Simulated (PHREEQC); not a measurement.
Dissolve 0.015 mol H2SO4 per kg of water at 20 °C and 500 atm. Closed to the air; pH follows from the charge balance.

All values are PHREEQC results (Pitzer model, pitzer.dat), not measurements.

Precipitation was switched off in this run.

Problem. Estimate the pH.

Solution. pH 1.70.

Problem. In which forms is S present?

Solution. SO4-2 60 %, HSO4- 40 % of the S.

Under pressure, the constants of complexes without a molar volume in the database are unreliable.
